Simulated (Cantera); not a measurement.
A Cantera script and its output.

```python
import numpy as np
import cantera as ct

gas = ct.Solution("gri30.yaml")
gas.TPX = 1825, 2600, {'NO': 1, 'N2': 1.1}
reactor = ct.IdealGasConstPressureReactor(gas, energy="off", clone=False)
net = ct.ReactorNet([reactor])
net.rtol, net.atol = 1e-08, 1e-18
show = ['NO', 'O2', 'N2', 'N2O', 'O']
times = np.geomspace(2e-06, 90, 15)

steps = ct.SolutionArray(gas, extra=["t"])
rows = []
print(f"{'t/s':>10s}{'T/K':>9s}{'P/Pa':>11s}" + "".join(f"{s:>11s}" for s in show))
for t in times:
    while net.time < t:
        t_next = net.step()
        steps.append(gas.state, t=t_next)
    rows.append([np.interp(t, steps.t, y) for y in (steps.T, steps.P, *steps(*show).X.T)])
    print(f"{t:10.3e}{rows[-1][0]:9.1f}{rows[-1][1]:11.4g}" + "".join(f"{x:11.3e}" for x in rows[-1][2:]))
rate = np.gradient(steps.T, steps.t)
print("integrator steps:", len(steps.t))
if steps.T.max() > steps.T[0] + 200:
    print(f"time of steepest temperature rise: {steps.t[rate.argmax()]:.4e} s")
gas.TPX = 1825, 2600, {'NO': 1, 'N2': 1.1}
gas.equilibrate("TP")
print(f"equilibrium (TP): T = {gas.T:.1f} K  " + "  ".join(f"{s} {gas[s].X[0]:.3e}" for s in show))
```

It prints:

```
       t/s      T/K       P/Pa         NO         O2         N2        N2O          O
 2.000e-06   1825.0       2600  4.762e-01  2.537e-14  5.238e-01  3.403e-09  3.403e-09
 7.042e-06   1825.0       2600  4.762e-01  3.137e-13  5.238e-01  1.198e-08  1.198e-08
 2.479e-05   1825.0       2600  4.762e-01  3.897e-12  5.238e-01  4.218e-08  4.218e-08
 8.730e-05   1825.0       2600  4.762e-01  4.845e-11  5.238e-01  1.484e-07  1.484e-07
 3.074e-04   1825.0       2600  4.762e-01  5.983e-10  5.238e-01  5.216e-07  5.215e-07
 1.082e-03   1825.0       2600  4.762e-01  7.434e-09  5.238e-01  1.824e-06  1.823e-06
 3.810e-03   1825.0       2600  4.762e-01  9.236e-08  5.238e-01  6.266e-06  6.294e-06
 1.342e-02   1825.0       2600  4.761e-01  1.307e-06  5.238e-01  2.024e-05  2.132e-05
 4.724e-02   1825.0       2600  4.760e-01  2.549e-05  5.238e-01  5.308e-05  6.413e-05
 1.663e-01   1825.0       2600  4.754e-01  2.644e-04  5.241e-01  8.243e-05  9.510e-05
 5.856e-01   1825.0       2600  4.735e-01  1.245e-03  5.251e-01  8.395e-05  1.017e-04
 2.062e+00   1825.0       2600  4.664e-01  4.761e-03  5.286e-01  8.012e-05  1.180e-04
 7.260e+00   1825.0       2600  4.409e-01  1.749e-02  5.414e-01  6.853e-05  1.622e-04
 2.556e+01   1825.0       2600  3.533e-01  6.119e-02  5.851e-01  4.032e-05  2.573e-04
 9.000e+01   1825.0       2600  1.518e-01  1.619e-01  6.859e-01  6.671e-06  3.924e-04
integrator steps: 668
equilibrium (TP): T = 1825.0 K  NO 4.717e-03  O2 2.354e-01  N2 7.594e-01  N2O 4.276e-08  O 4.652e-04
```

Computed with Cantera and GRI-Mech 3.0 (53 species, 325 reactions). Radical loss at walls, strong at low pressure, is not modelled.
